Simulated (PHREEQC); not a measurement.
A solution holds 0.026 mol NaHSO4, 0.56 mol Na2HPO4 and 1.3 mol KCl per kg of water, at 25 °C. Closed to the air; pH follows from the charge balance.

Model: ion-association model, phreeqc.dat, run in PHREEQC.

Task: The ionic strength comes out as 2.56 mol/kgw. What activity coefficients do H2PO4-, NaSO4-, NaHPO4-, Cl-, Na+ get?

Result: H2PO4- 0.61, NaSO4- 0.61, NaHPO4- 0.61, Cl- 0.58, Na+ 0.89.

This is a speciation only: nothing precipitates in the calculation. Caution: at this ionic strength the ion-association model is outside its range; a Pitzer model would be the better tool where its parameters exist.
